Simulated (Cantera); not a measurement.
Charge: 1 mol BN, 18 mol H₂O, held at 1000 Pa.

These are equilibrium values from Cantera (NASA tables, ideal gas, pure condensed phases), not measurements of a reactor. Candidate condensed phases: B, BN, B₂O₃, B₃O₃H₃, H₂O; 39 gas species. Equilibrium is a limit: real reactors are often held back by kinetics, nucleation or transport.

Question: At 1873 K, list the 6 most abundant gas species with their mole fractions, and the condensed phases.

Answer: H₂O 0.839, H₂ 0.0790, HBO₂ 0.0519, N₂ 0.0263, H 0.00181, OH 0.00150. Condensed: gas only.
